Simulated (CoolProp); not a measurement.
n-octane along the isotherm 29.75 °C: Z from the reference equation and from simpler models built on Tc = 295.6 °C, pc = 2484 kPa, ω = 0.398; each cubic takes its own stable root.

The numbers come from the reference Helmholtz-energy equation of state, Beckmüller 2019 in CoolProp.

| p (kPa) | phase | reference |
|---|---|---|
| 19.6 | liquid | 0.001280 |
| 40.3 | liquid | 0.002631 |
| 82.8 | liquid | 0.005406 |
| 170 | liquid | 0.01110 |
| 349 | liquid | 0.02278 |
| 717 | liquid | 0.04677 |
| 1470 | liquid | 0.09580 |
| 3020 | liquid | 0.1964 |
| 6210 | liquid | 0.4022 |

### Question
How far does each simpler model (van der Waals, Redlich-Kwong) lie from the reference over these 9 states: mean and median of the absolute difference, and the worst?

### Answer
- van der Waals: mean 14714.1 %, median 79.7 %, worst +77243.7 % at 29.75 °C and 19.6 kPa
- Redlich-Kwong: mean 21.2 %, median 21.4 %, worst +21.4 % at 29.75 °C and 19.6 kPa

At some of these states van der Waals gives the other phase, because its saturation line lies elsewhere.
